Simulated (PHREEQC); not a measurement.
A column of 1 m (30 cells, dispersivity 0.035 m, 720 s a shift, diffusion coefficient 3e-10 m²/s) holds 0.1 eq of the database's cation exchanger X per kg of pore water, first in equilibrium with 0.00038 mol ZnCl2, 0.0015 mol MgCl2 and 1e-05 mol HCl per kg of water. It is flushed with 0.073 mol/kgw CdCl2, 0.00043 mol/kgw MgSO4 and 1e-05 mol/kgw HCl, at 40 °C. Values are for the last cell. CO2 from the air is kept out. Precipitation was switched off in this run.

The numbers come from PHREEQC with the ion-association model, phreeqc.dat.

Task: Predict Zn in solution (mol/kgw), Mg in solution (mol/kgw), ZnX2 on the exchanger (mol/kgw) at pore volumes = 2.817, 3.083.

Result: 
| pore volumes | Zn in solution (mol/kgw) | Mg in solution (mol/kgw) | ZnX2 on the exchanger (mol/kgw) |
|---|---|---|---|
| 2.817 | 0.00214 | 0.00543 | 0.00456 |
| 3.083 | 0.00170 | 0.00414 | 0.00379 |

At this temperature some constants are extrapolated from 25 °C, and those without enthalpy data are left unchanged.
